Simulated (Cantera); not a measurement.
Feed: 1 mol Cu₂O, 140 mol H₂, 30 mol N₂, held at 37000 Pa.

Equilibrium computed with Cantera from the NASA thermochemical tables; the gas is ideal and each condensed phase is pure. Candidate condensed phases: Cu, CuO, Cu(OH)₂, Cu₂O, H₂O; 27 gas species. The numbers say what is thermodynamically allowed, not how fast it happens.

Problem. At 1325 K, list the 4 most abundant gas species with their mole fractions, and the condensed phases.

Solution. H₂ 0.818, N₂ 0.176, H₂O 0.00588, NH₃ 1.29e-5. Condensed: Cu(s).
